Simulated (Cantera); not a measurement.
Input (Python, Cantera):

```python
import numpy as np
import cantera as ct

gas = ct.Solution("gri30.yaml")
gas.TPX = 1775, 1100000, {'CH3OH': 1, 'O2': 0.625, 'N2': 2.35, 'H2': 0.095}
reactor = ct.IdealGasReactor(gas, energy="on", clone=False)
net = ct.ReactorNet([reactor])
net.rtol, net.atol = 1e-08, 1e-16
show = ['CH3OH', 'O2', 'C2H4', 'NO', 'CH2CO', 'CO', 'CO2']
times = np.geomspace(3e-06, 2, 11)

steps = ct.SolutionArray(gas, extra=["t"])
rows = []
print(f"{'t/s':>10s}{'T/K':>9s}{'P/Pa':>11s}" + "".join(f"{s:>11s}" for s in show))
for t in times:
    while net.time < t:
        t_next = net.step()
        steps.append(gas.state, t=t_next)
    rows.append([np.interp(t, steps.t, y) for y in (steps.T, steps.P, *steps(*show).X.T)])
    print(f"{t:10.3e}{rows[-1][0]:9.1f}{rows[-1][1]:11.4g}" + "".join(f"{x:11.3e}" for x in rows[-1][2:]))
rate = np.gradient(steps.T, steps.t)
print("integrator steps:", len(steps.t))
if steps.T.max() > steps.T[0] + 200:
    print(f"time of steepest temperature rise: {steps.t[rate.argmax()]:.4e} s")
gas.TPX = 1775, 1100000, {'CH3OH': 1, 'O2': 0.625, 'N2': 2.35, 'H2': 0.095}
gas.equilibrate("UV")
print(f"equilibrium (UV): T = {gas.T:.1f} K  " + "  ".join(f"{s} {gas[s].X[0]:.3e}" for s in show))
```

Output:

```
       t/s      T/K       P/Pa      CH3OH         O2       C2H4         NO      CH2CO         CO        CO2
 3.000e-06   2922.8  2.456e+06  4.959e-10  2.269e-04  1.018e-10  5.707e-05  3.313e-09  1.568e-01  2.440e-02
 1.147e-05   2985.6  2.498e+06  2.284e-11  9.489e-05  6.741e-15  1.548e-04  1.069e-11  1.577e-01  2.426e-02
 4.384e-05   2983.7  2.497e+06  2.295e-11  9.332e-05  6.846e-15  4.220e-04  1.078e-11  1.577e-01  2.423e-02
 1.676e-04   2981.7  2.495e+06  2.310e-11  9.167e-05  6.982e-15  7.072e-04  1.091e-11  1.578e-01  2.419e-02
 6.407e-04   2981.6  2.495e+06  2.310e-11  9.159e-05  6.989e-15  7.203e-04  1.092e-11  1.578e-01  2.418e-02
 2.449e-03   2981.6  2.495e+06  2.310e-11  9.159e-05  6.989e-15  7.203e-04  1.092e-11  1.578e-01  2.418e-02
 9.364e-03   2981.6  2.495e+06  2.310e-11  9.159e-05  6.989e-15  7.203e-04  1.092e-11  1.578e-01  2.418e-02
 3.580e-02   2981.6  2.495e+06  2.310e-11  9.159e-05  6.989e-15  7.203e-04  1.092e-11  1.578e-01  2.418e-02
 1.369e-01   2981.6  2.495e+06  2.310e-11  9.159e-05  6.989e-15  7.203e-04  1.092e-11  1.578e-01  2.418e-02
 5.232e-01   2981.6  2.495e+06  2.310e-11  9.159e-05  6.989e-15  7.203e-04  1.092e-11  1.578e-01  2.418e-02
 2.000e+00   2981.6  2.495e+06  2.310e-11  9.159e-05  6.989e-15  7.203e-04  1.092e-11  1.578e-01  2.418e-02
integrator steps: 1543
time of steepest temperature rise: 2.0887e-06 s
equilibrium (UV): T = 2981.6 K  CH3OH 2.392e-11  O2 9.159e-05  C2H4 7.669e-15  NO 7.203e-04  CH2CO 1.197e-11  CO 1.578e-01  CO2 2.418e-02
```

Cantera simulation using GRI-Mech 3.0 (53 species, 325 reactions); the numbers are that mechanism's predictions, not measurements. GRI-Mech 3.0 was tuned for natural gas; its chemistry of methanol as a main component is partial and can be far from experiment.
